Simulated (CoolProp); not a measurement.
Vapour-liquid equilibrium of isohexane (1) + ethanol (2) at 0.237 MPa; x and y are mole fractions of (1).

Values from CoolProp's multi-fluid Helmholtz-energy mixture model, Lemmon 2006 and Schroeder 2014; pair parameters Bell 2016.

Give the bubble temperature and the first vapour's composition at x = 0.125, 0.275, 0.5. Is there an azeotrope?

x = 0.125: 86.5 °C, y = 0.461; x = 0.275: 81.2 °C, y = 0.588; x = 0.5: 80.2 °C, y = 0.618. y crosses x between x = 0.575 and 0.65: the model has an azeotrope there.

The pair parameters rest on a limited set of measurements; away from them the model extrapolates. With so large a gap from Raoult's law the liquid may split in two, which this calculation doesn't test in full.
